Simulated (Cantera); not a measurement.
A perfectly stirred reactor is fed with H₂ : O₂ : N₂ = 1 : 0.847 : 3.19 (molar parts), at 3750 Torr; it is adiabatic with a 350 K inlet, and is followed from long to short residence time, starting on the burning branch (τ in s: 0.16, 0.048, 0.014, 0.0044, 0.0013, 0.00041, 0.00012, 3.7e-05, 1.1e-05).

Detailed kinetics in Cantera: GRI-Mech 3.0 (53 species, 325 reactions). The hydrogen kinetics of GRI-Mech 3.0 are dated; newer H2 mechanisms differ, most at raised pressure.

x: mole fraction; the columns are a selection and need not sum to one.

```json
[
 {"τ (s)": "0.16", "T (K)": "1866", "x H₂": "5.35e-5", "x O₂": "0.0762", "x H₂O₂": "1.76e-7", "x H₂O": "0.220", "x HO₂": "1.87e-6", "x NO₂": "1.67e-7", "x O": "3.38e-5"},
 {"τ (s)": "0.048", "T (K)": "1865", "x H₂": "8.93e-5", "x O₂": "0.0762", "x H₂O₂": "2.13e-7", "x H₂O": "0.220", "x HO₂": "2.35e-6", "x NO₂": "8.64e-8", "x O": "4.63e-5"},
 {"τ (s)": "0.014", "T (K)": "1863", "x H₂": "0.000181", "x O₂": "0.0762", "x H₂O₂": "3.03e-7", "x H₂O": "0.219", "x HO₂": "3.75e-6", "x NO₂": "6.73e-8", "x O": "8.08e-5"},
 {"τ (s)": "0.0044", "T (K)": "1859", "x H₂": "0.000378", "x O₂": "0.0761", "x H₂O₂": "4.66e-7", "x H₂O": "0.219", "x HO₂": "6.98e-6", "x NO₂": "6.66e-8", "x O": "0.000158"},
 {"τ (s)": "0.0013", "T (K)": "1851", "x H₂": "___", "x O₂": "0.0760", "x H₂O₂": "___", "x H₂O": "0.218", "x HO₂": "___", "x NO₂": "___", "x O": "___"},
 {"τ (s)": "0.00041", "T (K)": "1836", "x H₂": "___", "x O₂": "0.0760", "x H₂O₂": "___", "x H₂O": "0.216", "x HO₂": "___", "x NO₂": "___", "x O": "___"},
 {"τ (s)": "0.00012", "T (K)": "1806", "x H₂": "0.00387", "x O₂": "0.0762", "x H₂O₂": "1.87e-6", "x H₂O": "0.213", "x HO₂": "5.98e-5", "x NO₂": "3.39e-8", "x O": "0.00154"},
 {"τ (s)": "3.7e-5", "T (K)": "1747", "x H₂": "0.00814", "x O₂": "0.0773", "x H₂O₂": "3.02e-6", "x H₂O": "0.206", "x HO₂": "0.000110", "x NO₂": "2.82e-8", "x O": "0.00297"},
 {"τ (s)": "1.1e-5", "T (K)": "1628", "x H₂": "0.0186", "x O₂": "0.0818", "x H₂O₂": "5.98e-6", "x H₂O": "0.191", "x HO₂": "0.000192", "x NO₂": "2.04e-8", "x O": "0.00473"}
]
```

Question: What belongs in the gaps?

Answer: 
- 0.0013, x H₂: 0.000835
- 0.0013, x H₂O₂: 7.53e-7
- 0.0013, x HO₂: 1.46e-5
- 0.0013, x NO₂: 6.10e-8
- 0.0013, x O: 0.000341
- 0.00041, x H₂: 0.00177
- 0.00041, x H₂O₂: 1.18e-6
- 0.00041, x HO₂: 2.94e-5
- 0.00041, x NO₂: 4.64e-8
- 0.00041, x O: 0.000718
